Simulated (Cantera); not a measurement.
Mixture: CH4 : CO : O2 : N2 = 1 : 0.086 : 0.973 : 3.66 (molar parts), at 8.00 bar, adiabatic and at constant pressure. Ignition delay is the time to a rise of 400 K.

Model: GRI-Mech 3.0 (53 species, 325 reactions), integrated in Cantera.

Task: Predict: delay at 1200 K; delay at 1350 K; delay at 1500 K; delay at 1650 K; delay at 1800 K; apparent activation energy between 1725 and 1875 K.

Result: 
- delay at 1200 K = 10.9 ms
- delay at 1350 K = 1.73 ms
- delay at 1500 K = 0.342 ms
- delay at 1650 K = 80.6 µs
- delay at 1800 K = 23.5 µs
- apparent activation energy between 1725 and 1875 K = 200 kJ/mol
